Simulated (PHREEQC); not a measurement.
Dissolve 0.26 mol (CH3)4NF and 0.0061 mol Na2SiO3 per kg of water at 57 °C. Closed to the air; pH follows from the charge balance.

Computed with PHREEQC (ion-association model, phreeqc.dat).

No solid was allowed to form.

**Question.** Order these Si species by the share of Si that they hold, largest first: H2SiO4-2, H4SiO4, H3SiO4-.

**Answer.** H3SiO4- (92 %), H2SiO4-2 (4.5 %), H4SiO4 (3.2 %)

The pH is 10.70 and the ionic strength 0.272 mol/kgw. (CH3)4N+ isn't in the database: it is added as a free cation with an ion size of 4 Å. Constants without temperature data keep their 25 °C values here. SiF6-2 is the database's only silicon fluoride.
